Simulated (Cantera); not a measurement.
Feed: 1 mol CaO, 2.5 mol HF, 2.4 mol H2, held at 0.170 bar.

Cantera equilibrium calculation (NASA polynomials, part measured and part estimated; ideal gas, pure solids and liquids). Candidate condensed phases: Ca, CaF2, CaO, Ca(OH)2, H2O; 29 gas species. The numbers say what is thermodynamically allowed, not how fast it happens.

**Question.** Which condensed phases are stable at each of these points (T (°C)): 1175, 1200, 1225, 1250, 1275, 1300, 1325, 1350, 1375, 1400, 1425, 1450, 1475, 1500?

**Answer.** 
```
T (°C)  condensed phases  Ca condensed (%)
------  ----------------  ----------------
1175             CaF2(s)             100.0
1200             CaF2(s)             100.0
1225             CaF2(s)             100.0
1250             CaF2(s)             100.0
1275             CaF2(s)             100.0
1300             CaF2(s)             100.0
1325             CaF2(s)             100.0
1350             CaF2(s)              99.9
1375             CaF2(s)              99.9
1400             CaF2(s)              99.9
1425             CaF2(l)              99.8
1450             CaF2(l)              99.7
1475             CaF2(l)              99.6
1500             CaF2(l)              99.4
```

From 1175 °C to 1400 °C the condensed part is CaF2(s). From 1425 °C to 1500 °C the condensed part is CaF2(l).
